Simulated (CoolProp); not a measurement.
Properties of 1-butene along the isotherm 460.2 K (Tc = 419.3 K, pc = 4.006 MPa, ω = 0.192).

The numbers come from the reference Helmholtz-energy equation of state, Lemmon 2005 in CoolProp. It is a short technical equation, of lower accuracy than the large ones.

| p (MPa) | phase | density (kg/m³) | Joule-Thomson coefficient (K/MPa) | isothermal compressibility (1/MPa) | fugacity coefficient |
|---|---|---|---|---|---|
| 3.64 | gas | 73.66 | 9.078 | 0.4005 | 0.7772 |
| 7.28 | supercritical | 265.5 | 5.497 | 0.2031 | 0.5756 |
| 10.9 | supercritical | 364.4 | 1.511 | 0.03983 | 0.4530 |
| 14.6 | supercritical | 403.8 | 0.6951 | 0.02001 | 0.3893 |
| 18.2 | supercritical | 428.1 | 0.3634 | 0.01338 | 0.3545 |
| 21.8 | supercritical | 446.3 | 0.1776 | 0.01003 | 0.3339 |
| 25.5 | supercritical | 461.3 | 0.05536 | 0.007976 | 0.3217 |
| 29.1 | supercritical | 473.5 | -0.02749 | 0.006650 | 0.3156 |
| 32.8 | supercritical | 484.4 | -0.09033 | 0.005681 | 0.3136 |
| 36.4 | supercritical | 493.7 | -0.1373 | 0.004976 | 0.3148 |
| 40.1 | supercritical | 502.4 | -0.1755 | 0.004414 | 0.3186 |
